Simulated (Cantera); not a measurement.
Charge: 1 mol Pb, 0.27 mol H2S, 8.3 mol N2, held at 1098.15 K and 12.0 bar.

Equilibrium computed with Cantera from the NASA thermochemical tables; the gas is ideal and each condensed phase is pure. Candidate condensed phases: Pb, PbS, S; 18 gas species. Mutual solubility and eutectic melting of coexisting phases are not modelled. Rates play no part.

Problem. What is the equilibrium state?

Solution. 
```json
{
 "x(N2)": "0.968",
 "x(H2)": "0.0303",
 "x(H2S)": "0.00115",
 "x(PbS)": "7.61e-5",
 "x(NH3)": "2.00e-5",
 "x(Pb)": "9.76e-6",
 "n(Pb(l))": "0.740 mol",
 "n(PbS(s))": "0.259 mol",
 "gas_amount": "8.571 mol",
 "log10 activity of S(l) (absent)": "-3.74"
}
```
